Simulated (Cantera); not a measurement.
Input: 1 mol B2H6, 2.2 mol H2, 1.2 mol N2, held at 0.0750 Torr.

Cantera equilibrium calculation (NASA polynomials, part measured and part estimated; ideal gas, pure solids and liquids). Candidate condensed phases: B, BN; 15 gas species. The feed counts by its element totals alone. Mutual solubility and eutectic melting of coexisting phases are not modelled. Rates play no part.

### Question
Which condensed phases are stable at each of these points (T (K)): 1725, 1775, 1825, 1875, 1925, 1975, 2025, 2075, 2125, 2175, 2225, 2275, 2325, 2375?

### Answer
```json
[
 {"T (K)": "1725", "condensed phases": "BN(s)", "B condensed (%)": "100.0"},
 {"T (K)": "1775", "condensed phases": "BN(s)", "B condensed (%)": "100.0"},
 {"T (K)": "1825", "condensed phases": "B(s) + BN(s)", "B condensed (%)": "99.9"},
 {"T (K)": "1875", "condensed phases": "B(s) + BN(s)", "B condensed (%)": "99.9"},
 {"T (K)": "1925", "condensed phases": "B(s)", "B condensed (%)": "99.8"},
 {"T (K)": "1975", "condensed phases": "B(s)", "B condensed (%)": "99.6"},
 {"T (K)": "2025", "condensed phases": "B(s)", "B condensed (%)": "99.2"},
 {"T (K)": "2075", "condensed phases": "B(s)", "B condensed (%)": "98.2"},
 {"T (K)": "2125", "condensed phases": "B(s)", "B condensed (%)": "96.2"},
 {"T (K)": "2175", "condensed phases": "B(s)", "B condensed (%)": "92.0"},
 {"T (K)": "2225", "condensed phases": "B(s)", "B condensed (%)": "83.3"},
 {"T (K)": "2275", "condensed phases": "B(s)", "B condensed (%)": "65.0"},
 {"T (K)": "2325", "condensed phases": "B(s)", "B condensed (%)": "25.6"},
 {"T (K)": "2375", "condensed phases": "gas only", "B condensed (%)": "0.0"}
]
```

From 1725 K to 1775 K the condensed part is BN(s). From 1825 K to 1875 K the condensed part is B(s) + BN(s). From 1925 K to 2325 K the condensed part is B(s). At 2375 K nothing is condensed.
